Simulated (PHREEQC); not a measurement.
**City or well water**

Model water analysis in mmol/kgw, 58 °C, pH 7.32, pe 11.6: Na 0.98; K 0.0359; Ca 0.185; Mg 0.00996; Cl 0.643; S(6) 0.101; Alkalinity (meq/kgw) 0.5; B 0.00364.

Valence states are taken as typed.

Computed with PHREEQC (ion-association model, phreeqc.dat).

No solid was allowed to form.

Problem. Predict the specific conductance.

Solution. specific conductance 286 µS/cm.

Problem. In which forms is Mg present?

Solution. Mg+2 96 %, MgSO4 3.2 %, MgHCO3+ 0.6 % of the Mg.

Species that the database lacks are ignored. Away from 25 °C the constants follow the database's enthalpies or fits; those with neither stay at their 25 °C values.
